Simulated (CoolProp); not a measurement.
200 sccm (0 °C, 1 atm) of nitrogen bubbles through liquid R245ca at 285.5 K and leaves saturated at a total pressure of 0.15 MPa (ideal gas phase). Each further row changes one setting.

Model: reference Helmholtz-energy equation of state, Zhou 2016, in CoolProp.

```tsv
case	vapour pressure (kPa)	mole fraction of vapour	delivery (mg/min)	delivery (sccm)	change of delivery for a bath 1 K warmer (%)
as stated	59.9	0.399	794	…	7.5
bath temperature 290.5 K	73.9	…	…	…	8.6
total pressure 0.3 MPa	59.9	0.200	…	…	…
```

**Question.** What belongs in the gaps?

**Answer.** 
- as stated, delivery (sccm): 133
- bath temperature 290.5 K, mole fraction of vapour: 0.493
- bath temperature 290.5 K, delivery (mg/min): 1160
- bath temperature 290.5 K, delivery (sccm): 194
- total pressure 0.3 MPa, delivery (mg/min): 298
- total pressure 0.3 MPa, delivery (sccm): 49.8
- total pressure 0.3 MPa, change of delivery for a bath 1 K warmer (%): 5.5
